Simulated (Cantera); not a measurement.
A closed system holds: 1 mol TEOS, 0.18 mol O3, 31 mol N2, equilibrated at 1473 K and 0.133 bar.

Equilibrium computed with Cantera from the NASA thermochemical tables; the gas is ideal and each condensed phase is pure. Candidate condensed phases: C, C6H6, C7H8, C8H18, H2O, Si, SiC, SiO2, Si2N2O, Si3N4; 151 gas species. The feed counts by its element totals alone. N2 is the only nitrogen source here; it is nearly inert below about 1500 K, so the nitride shown seldom forms there in practice. Equilibrium is a limit: real reactors are often held back by kinetics, nucleation or transport.

Task: What is the equilibrium state?

Result: 
| Quantity | Result |
|---|---|
| x(N2) | 0.685 |
| x(H2) | 0.224 |
| x(CO) | 0.0907 |
| x(HCN) | 0.000341 |
| x(CH4) | 1.97e-5 |
| x(H) | 1.64e-5 |
| x(H2O) | 5.68e-6 |
| x(HNC) | 5.27e-6 |
| x(SiO) | 4.93e-6 |
| n(C(graphite)) | 3.94 mol |
| n(Si2N2O(s)) | 0.500 mol |
| gas amount | 44.54 mol |
| log10 activity of Si(s) (absent) | -3.69 |
